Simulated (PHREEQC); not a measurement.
1 kg of water holding 0.011 mol CaCl2, 0.0046 mol SrCl2, 0.26 mol MgCl2, 0.018 mol NaCl and 0.062 mol KCl is evaporated at 25 °C; the solids stay in contact with the brine. The system is closed to CO2. Only these solids could form: Bischofite, Brucite, Carnallite, Halite, Portlandite, Sylvite, MgCl2_4H2O.

The series has 17 steps of water left (kg), from 1 to 0.03673.

Computed with PHREEQC (Pitzer model, pitzer.dat).

Task: Which solids form, in which order, and at which step of the series does each first stand?

Result: Carnallite from water left = 0.06353 kg; Sylvite from water left = 0.06353 kg, last present at water left = 0.06353 kg; Halite from water left = 0.04698 kg.

Species that the database lacks are ignored.
